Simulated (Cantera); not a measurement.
Feed: 1 mol Si₃N₄, 0.2 mol H₂O, 2.5 mol H₂, held at 650 °C and 270 Torr.

Method: chemical equilibrium by Gibbs-energy minimisation in Cantera with the NASA 1993 tables (ideal gas, pure condensed phases). Candidate condensed phases: H₂O, Si, SiO₂, Si₂N₂O, Si₃N₄; 35 gas species. The numbers say what is thermodynamically allowed, not how fast it happens.

Base state: H₂ 0.976, N₂ 0.0241, NH₃ 5.44e-5 (mole fractions); condensed: Si₂N₂O(s) + Si₃N₄(s).

### Question
What changes in the equilibrium state with this change: temperature from 650 °C to 1650 °C?

### Answer
```tsv
species	before	after
H₂	0.976	0.833
N₂	0.0241	0.159
SiO	<1e-9	0.00557
H	<1e-9	0.00143
SiH₂	<1e-9	5.61e-5
Si	<1e-9	4.71e-5
SiH	<1e-9	2.11e-5
NH₃	5.44e-5	2.51e-6
Si₂N₂O(s), mol	0.200	0.182
Si₃N₄(s), mol	0.867	0.651
Si(l), mol	0	0.665
```
Mutual solubility and eutectic melting of coexisting phases are not modelled. Gases not in the tables: Si₂H₆ and higher silanes.
